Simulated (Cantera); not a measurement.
Input (Python, Cantera) and output of one run.

```python
import numpy as np
import cantera as ct

gas_names = """
    H HNO HNO2 HNO3 HO2 H2 H2O H2O2 N NH NH2 NH3 NH2OH NO NO2 NO3 N2 N2H2 N2H4 N2O O OH O2 O3 Si SiH
    SiH2 SiH3 SiH4 SiN SiO SiO2 Si2 Si2N Si3
""".split()
cond_names = """
    H2O(s) H2O(L) Si(cr) Si(L) SiO2(Lqz) SiO2(hqz) SiO2(L) Si2N2O(s) Si3N4(a)
""".split()


def load(file, names, dense=False):
    # The tables refer to 1 bar. Condensed volumes are neglected.
    table = {s.name: s for s in ct.Species.list_from_file(file)}
    out = []
    for n in names:
        d = dict(table[n].input_data)
        d["thermo"] = dict(d["thermo"], **{"reference-pressure": 1e5})
        if dense:
            d["equation-of-state"] = {"model": "constant-volume", "density": "1e6 g/cm^3"}
        out.append(ct.Species.from_dict(d))
    return out


gas = ct.Solution(thermo="ideal-gas", species=load("nasa_gas.yaml", gas_names))
cond = {s.name: ct.Solution(thermo="fixed-stoichiometry", species=[s], name=s.name)
        for s in load("nasa_condensed.yaml", cond_names, dense=True)}
atoms = {
    'Si3N4': {'Si': 3, 'N': 4},
    'H2O': {'H': 2, 'O': 1},
    'N2': {'N': 2},
}
top_T = {'Si2N2O(s)': 2100, 'Si3N4(a)': 2400}  # K; cautious upper limits of use, not melting points


def equilibrate(T, P, feed):
    n = {}
    for name, mol in feed.items():
        for a, k in atoms[name].items():
            n[a] = n.get(a, 0.0) + k * mol
    gas.TPX = T, P, n
    mass = sum(n.values()) * gas.mean_molecular_weight
    gas.equilibrate("TP")
    valid = [c for c in cond.values() if c.min_temp <= T <= top_T.get(c.name, c.max_temp)]
    mix = ct.Mixture([(gas, mass / gas.mean_molecular_weight)] + [(c, 0.0) for c in valid])
    mix.T, mix.P = T, P
    mix.equilibrate("TP", solver="vcs", rtol=1e-11, max_steps=5000)
    return mix


results = []
feed = {'Si3N4': 1, 'H2O': 0.0066, 'N2': 8.8}  # mol
T = 1125  # K
P = 13332.2  # Pa
mix = equilibrate(T, P, feed)
results.append((T, P, feed, dict(zip(mix.species_names, mix.species_moles))))
print(gas.report(threshold=1e-06))
for i in range(1, mix.n_phases):
    print(f"{mix.phase(i).name:16s} {mix.phase_moles(i):12.5e} mol")
```

Result:

```
       temperature   1125 K
          pressure   13332 Pa
           density   0.039901 kg/m^3
  mean mol. weight   27.995 kg/kmol
   phase of matter   gas

                          1 kg             1 kmol
                     ---------------   ---------------
          enthalpy        9.1405e+05        2.5588e+07  J
   internal energy        5.7992e+05        1.6235e+07  J
           entropy            8888.1        2.4882e+05  J/K
    Gibbs function       -9.0851e+06       -2.5433e+08  J
 heat capacity c_p            1189.5             33299  J/K
 heat capacity c_v            892.47             24984  J/K

                      mass frac. Y      mole frac. X     chem. pot. / RT
                     ---------------   ---------------   ---------------
                H2        5.3956e-05        0.00074925           -27.018
                N2           0.99995           0.99925           -27.191
     [  +33 minor]        5.8182e-10        4.0901e-09

Si(cr)            0.00000e+00 mol
SiO2(hqz)         0.00000e+00 mol
Si2N2O(s)         6.60000e-03 mol
Si3N4(a)          9.95600e-01 mol
```

These are equilibrium values from Cantera (NASA tables, ideal gas, pure condensed phases), not measurements of a reactor. Mutual solubility and eutectic melting of coexisting phases are not modelled.
